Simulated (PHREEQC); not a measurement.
Solution (53 °C): 0.071 mol/kgw K2CO3, 8.5e-05 mol/kgw Al(NO3)3 and 4e-05 mol/kgw CO2. Closed to the air; pH follows from the charge balance.

All values are PHREEQC results (ion-association model, wateq4f.dat), not measurements.

```
quantity                    before     after
------------------------  --------  --------
pH                           10.79     10.69
CO3-2 (mol/kgw)             0.0650    0.0312
HCO3- (mol/kgw)            0.00604   0.00434
Al(OH)3 (mol/kgw)         2.80e-10  1.93e-10
SI of Gibbsite (Al(OH)3)     -1.65     -1.83
SI of Boehmite (AlOOH)       -1.79     -1.96
```

**Question.** Name the change that produced these shifts.
(A) diluted 5-fold with water
(B) diluted 2-fold with water
(C) 0.0027 mol/kgw HF added
(D) CO2 from 4e-05 to 4.4e-05 mol/kgw

**Answer.** B, diluted 2-fold with water

No solid was allowed to form. At this temperature some constants are extrapolated from 25 °C, and those without enthalpy data are left unchanged.
